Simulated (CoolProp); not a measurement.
Properties of 1-butene at several states (Tc = 419.3 K, pc = 40.06 bar, ω = 0.192).

Values from CoolProp's reference Helmholtz-energy equation of state, Lemmon 2005. It is a short technical equation, of lower accuracy than the large ones.

| T (K) | p (bar) | phase | Z | speed of sound (m/s) | isothermal compressibility (1/MPa) |
|---|---|---|---|---|---|
| 93 | 0.193 | liquid | 0.001724 | 2070 | 0.0003976 |
| 293.4 | 38.5 | liquid | 0.1475 | 946.0 | 0.002695 |
| 196 | 0.94 | liquid | 0.004607 | 1458 | 0.0009868 |
